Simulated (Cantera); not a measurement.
A freely propagating, adiabatic, planar premixed flame of 22.5 % H2, 16.3 % O2, 61.2 % N2, unburnt at 425 K and 0.109 atm; mixture-averaged transport, grid criteria slope 0.08 and curve 0.16, no radiation.

Computed with Cantera and the H2/O2 subset of GRI-Mech 3.0, which has no nitrogen chemistry. Burning velocities carry a grid error of a few per cent, more on coarse grids. Lean hydrogen flames are cellular in practice and burn faster than this planar one.

x: mole fraction of selected species; z is measured from the peak of heat release.

| z (mm) | T (K) | u (m/s) | x H2 | x O2 | x OH | x HO2 | x O | x H |
|---|---|---|---|---|---|---|---|---|
| -21.3 | 425 | 2.41 | 0.225 | 0.163 | <1e-8 | <1e-8 | <1e-8 | <1e-8 |
| -14.2 | 425 | 2.41 | 0.225 | 0.163 | <1e-8 | <1e-8 | <1e-8 | <1e-8 |
| -10.7 | 425 | 2.41 | 0.225 | 0.163 | <1e-8 | <1e-8 | <1e-8 | <1e-8 |
| -7.10 | 425 | 2.41 | 0.225 | 0.163 | <1e-8 | (withheld) | <1e-8 | <1e-8 |
| -3.55 | 432 | 2.44 | 0.222 | 0.163 | 1.79e-5 | (withheld) | 2.12e-6 | 3.38e-5 |
| -1.78 | 612 | 3.39 | 0.193 | 0.160 | 0.000476 | (withheld) | 0.000107 | 0.00431 |
| 0 | 1007 | 5.41 | 0.0975 | 0.126 | 0.00192 | (withheld) | 0.00480 | 0.0325 |
| 1.78 | 1280 | 6.80 | 0.0285 | 0.0771 | 0.00591 | (withheld) | 0.0132 | 0.0466 |
| 3.55 | 1405 | 7.43 | 0.0206 | 0.0679 | 0.00800 | (withheld) | 0.0145 | 0.0403 |
| 7.10 | 1540 | 8.07 | 0.0194 | 0.0644 | 0.0102 | (withheld) | 0.0134 | 0.0300 |
| 14.2 | 1678 | 8.72 | 0.0172 | 0.0615 | 0.0119 | (withheld) | 0.0111 | 0.0199 |
| 28.4 | 1808 | 9.30 | 0.0136 | 0.0591 | 0.0126 | (withheld) | 0.00821 | 0.0115 |
| 56.8 | 1917 | 9.79 | 0.00934 | 0.0574 | 0.0118 | (withheld) | 0.00532 | 0.00562 |

Task: What belongs in the gaps?

Result: 
- -7.10, x HO2: 2.32e-8
- -3.55, x HO2: 6.61e-5
- -1.78, x HO2: 4.91e-5
- 0, x HO2: 1.78e-5
- 1.78, x HO2: 8.91e-6
- 3.55, x HO2: 6.62e-6
- 7.10, x HO2: 5.10e-6
- 14.2, x HO2: 3.84e-6
- 28.4, x HO2: 2.76e-6
- 56.8, x HO2: 1.90e-6
